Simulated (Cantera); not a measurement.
Charge: 1 mol SiCl₄, 2.1 mol Cl₂, 14 mol H₂, held at 0.100 bar.

Cantera equilibrium calculation (NASA polynomials, part measured and part estimated; ideal gas, pure solids and liquids). Candidate condensed phases: Si; 19 gas species. The tables' values for SiCl₃ are old estimates; treat these amounts as uncertain. Equilibrium is a limit: real reactors are often held back by kinetics, nucleation or transport. All values below are at 1002 °C.

Base state: H₂ 0.681, HCl 0.261, SiCl₄ 0.0448, SiCl₃ 0.00497, SiHCl₃ 0.00471, SiCl₂ 0.00359, SiH₂Cl₂ 6.87e-5 (mole fractions); condensed: gas only.

Task: What changes in the equilibrium state with this change: Cl₂ from 2.1 to 1.5 mol?

Result: 
```tsv
species	before	after
H₂	0.681	0.735
HCl	0.261	0.204
SiCl₄	0.0448	0.0418
SiH₂Cl₂	6.87e-5	0.000122
SiCl₂	0.00359	0.00590
```
